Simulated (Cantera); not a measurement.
Feed: 1 mol PbO, 4.4 mol H2, 0.019 mol O2, held at 900 K and 410000 Pa.

Cantera equilibrium calculation (NASA polynomials, part measured and part estimated; ideal gas, pure solids and liquids). Candidate condensed phases: H2O, Pb, PbO, PbO2, Pb3O4; 12 gas species. The numbers say what is thermodynamically allowed, not how fast it happens.

Base state: H2 0.764, H2O 0.236 (mole fractions); condensed: Pb(l).

Problem. What changes in the equilibrium state with this change: PbO replaced by HgO?

Solution. 
```
species     before  after
----------  ------  -----
H2           0.764  0.623
H2O          0.236  0.192
Hg               0  0.185
Pb(l), mol   1.000      0
```
Further candidate phases: Hg, HgO.
